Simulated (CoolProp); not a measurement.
Vapour pressure (MPa) of methanol: the reference equation beside estimates from Tc = 240.2 °C, pc = 8.216 MPa, ω = 0.565. Clausius-Clapeyron is anchored at 69.45 °C with a constant enthalpy of vaporisation of 34.97 kJ/mol.

Computed with CoolProp (reference Helmholtz-energy equation of state, de Reuck 1993).

```
T (°C)   reference  Lee-Kesler  Clausius-Clapeyron  van der Waals  Redlich-Kwong  Soave-Redlich-Kwong
------  ----------  ----------  ------------------  -------------  -------------  -------------------
37.05      0.03091     0.02722          (withheld)         0.7432         0.1810              0.02723
47.85      0.05069  (withheld)             0.05377         0.9019         0.2561           (withheld)
58.65      0.08018  (withheld)             0.08236          1.082         0.3525              0.07565
69.45       0.1228      0.1188              0.1228          1.285         0.4736               0.1188
80.35       0.1834      0.1809              0.1793          1.514         0.6243               0.1808
91.15       0.2657      0.2658              0.2551          1.765         0.8052               0.2660
101.95      0.3760  (withheld)          (withheld)          2.042          1.021               0.3806
112.75  (withheld)      0.5295              0.4869          2.346          1.275               0.5315
```

**Question.** What belongs in the gaps?

**Answer.** 
- 37.05, Clausius-Clapeyron: 0.03407
- 47.85, Lee-Kesler: 0.04639
- 47.85, Soave-Redlich-Kwong: 0.04638
- 58.65, Lee-Kesler: 0.07570
- 101.95, Lee-Kesler: 0.3799
- 101.95, Clausius-Clapeyron: 0.3557
- 112.75, reference: 0.5207

Absolute difference from the reference over all 8 rows, mean and median: Lee-Kesler 4.2 and 2.5 %, Clausius-Clapeyron 4.6 and 4.7 %, van der Waals 1032.9 and 836.0 %, Redlich-Kwong 284.5 and 263.0 %, Soave-Redlich-Kwong 4.3 and 2.7 %.
